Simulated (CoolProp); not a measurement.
Values from CoolProp's reference Helmholtz-energy equation of state, Polt 1992. This equation is an older, rougher fit.

Task: For propyne, give the phase and the cp (kJ/(kg K)), cv (kJ/(kg K)) at 385.2 K and 0.101 MPa; 396.3 K and 0.101 MPa.

Result: 
- 385.2 K and 0.101 MPa: gas; cp 1.78, cv 1.57
- 396.3 K and 0.101 MPa: gas; cp 1.81, cv 1.60
